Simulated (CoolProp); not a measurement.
The numbers come from the reference Helmholtz-energy equation of state, Leachman 2009 in CoolProp.

Problem. For normal hydrogen, give the phase and the cp (kJ/(kg K)), viscosity (µPa s), conductivity (mW/(m K)) at 108.1 K and 0.101 MPa.

Solution. 
- 108.1 K and 0.101 MPa: gas; cp 11.5, viscosity 4.36, conductivity 73.5

Viscosity comes from a separate model (Muzny 2013). Thermal conductivity comes from a separate model (Assael 2011).
